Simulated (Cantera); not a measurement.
Silicon etching in halogen gases: Si + HCl + N2

Charge: 1 mol Si, 3.3 mol HCl, 1.1 mol N2.

Method: chemical equilibrium by Gibbs-energy minimisation in Cantera with the NASA 1993 tables (ideal gas, pure condensed phases). Candidate condensed phases: NH4Cl, Si, Si3N4; 28 gas species. N2 is the only nitrogen source here; it is nearly inert below about 1500 K, so the nitride shown seldom forms there in practice. The tables' values for SiCl3 are old estimates. Rates play no part.

Stable condensed phases:

```
T in K \ P in Pa
              1    3.6     13     46    170    600   2200   7700  28000 100000
   1350       A      A      B      B      B      B      B      B      B      B
   1300       A      B      B      B      B      B      B      B      B      B
   1250       B      B      B      B      B      B      B      B      B      B
   1200       B      B      B      B      B      B      B      B      B      B
   1150       B      B      B      B      B      B      B      B      B      B
   1100       B      B      B      B      B      B      B      B      B      B
   1050       B      B      B      B      B      B      B      B      B      B
   1000       B      B      B      B      B      B      B      B      B      B
    950       B      B      B      B      B      B      B      B      B      B
    900       B      B      B      B      B      B      B      B      B      B
    850       B      B      B      B      B      B      B      B      B      B
    800       B      B      B      B      B      B      B      B      B      B
    750       B      B      B      B      B      B      B      B      B      B
```

A: gas only; B: Si3N4.
